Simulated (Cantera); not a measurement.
An isothermal, constant-pressure homogeneous reactor starts with H2 : O2 = 0.073 : 1 (molar parts), at 1098 K and 150 Pa.

Detailed kinetics in Cantera: the H2/O2 subset of GRI-Mech 3.0, which has no nitrogen chemistry. Radical loss at walls, strong at low pressure, is not modelled. The temperature is held fixed by assumption; the heat of reaction is taken as removed at once.

x: mole fraction; the columns are a selection and need not sum to one.

```csv
t (s),x H2,x O2,x H2O2,x O,x OH
8.00e-6,0.0680,0.932,<1e-12,<1e-12,<1e-12
2.87e-5,0.0680,0.932,<1e-12,<1e-12,<1e-12
0.000103,0.0680,0.932,<1e-12,5.92e-12,5.69e-12
0.000368,0.0680,0.932,<1e-12,6.68e-11,5.85e-11
0.00132,0.0680,0.932,<1e-12,6.85e-10,4.73e-10
0.00473,0.0680,0.932,2.08e-12,1.33e-8,7.52e-9
0.0169,0.0680,0.932,3.97e-11,3.51e-5,1.94e-5
0.0607,0.00147,0.883,1.20e-8,0.0387,0.00311
0.217,(withheld),0.888,1.17e-8,(withheld),0.00290
0.779,0.000927,0.901,1.31e-8,0.0246,0.00250
2.79,(withheld),0.920,(withheld),(withheld),(withheld)
10.0,4.17e-5,0.928,1.16e-8,0.00103,0.000536
```

Question: Some entries are withheld; supply them.

Answer: 
- 0.217, x H2: 0.00127
- 0.217, x O: 0.0353
- 2.79, x H2: 0.000334
- 2.79, x H2O2: 1.49e-8
- 2.79, x O: 0.00838
- 2.79, x OH: 0.00151
